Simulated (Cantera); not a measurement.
Feed: 1 mol Si3H8, 47 mol N2, at 0.360 bar.

Equilibrium computed with Cantera from the NASA thermochemical tables; the gas is ideal and each condensed phase is pure. Candidate condensed phases: Si, Si3N4; 18 gas species. The feed counts by its element totals alone. The numbers say what is thermodynamically allowed, not how fast it happens. All values below are at 1650 K.

Base state: N2 0.918, H2 0.0816, H 4.33e-5 (mole fractions); condensed: Si3N4(s).

Question: What changes in the equilibrium state with this change: Si3H8 replaced by Si2H6?

Answer: 
```
species         before    after
-------------  -------  -------
N2               0.918    0.938
H2              0.0816   0.0616
H              4.33e-5  3.76e-5
Si3N4(s), mol    1.000    0.667
```
